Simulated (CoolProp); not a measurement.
Vapour-liquid equilibrium of CH2F2 (R32) (1) + propane (2) at 258.7 K; x and y are mole fractions of (1).

The numbers come from the multi-fluid Helmholtz-energy mixture model, Tillner-Roth 1997 and Lemmon 2009; pair parameters Bell 2016 in CoolProp.

Task: Give the bubble pressure and the first vapour's composition at x = 0.05, 0.2, 0.35. Is there an azeotrope?

Result: x = 0.05: 0.4216 MPa, y = 0.303; x = 0.2: 0.6069 MPa, y = 0.544; x = 0.35: 0.6593 MPa, y = 0.601. y crosses x between x = 0.5 and 0.65: the model has an azeotrope there.

The pair parameters rest on a limited set of measurements; away from them the model extrapolates. With so large a gap from Raoult's law the liquid may split in two, which this calculation doesn't test in full.
